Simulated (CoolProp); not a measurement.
Saturated liquid density (kg/m³) of R1234ze(E): the reference equation beside estimates from Tc = 382.5 K, pc = 36.35 bar, ω = 0.313. Rackett uses Z = 0.29056 − 0.08775 ω.

The numbers come from the reference Helmholtz-energy equation of state, Thol 2016 in CoolProp.

```csv
T (K),reference,Rackett,van der Waals,Redlich-Kwong,Soave-Redlich-Kwong
277.6,1227,1247,726.8,1048,1104
280.7,1218,1237,721.3,1038,1095
283.7,1209,1227,715.8,1028,1085
286.8,1199,1217,710.0,1018,1075
289.8,1190,1207,704.3,1008,1065
292.9,1180,1197,698.4,997.1,1055
296,1170,1186,692.3,986.2,1044
299,1160,1176,686.3,975.4,1033
302.1,1150,1165,679.9,964.0,1022
305.1,1140,1154,673.7,952.7,1011
308.2,1129,1143,667.1,940.8,998.7
311.2,1119,1132,660.5,929.0,986.7
314.3,1107,1120,653.6,916.6,974.0
317.3,1096,1109,646.8,904.2,961.4
```

Absolute difference from the reference over all 14 rows, mean and median: Rackett 1.4 and 1.4 %, van der Waals 40.9 and 40.8 %, Redlich-Kwong 15.9 and 15.8 %, Soave-Redlich-Kwong 11.0 and 10.9 %.
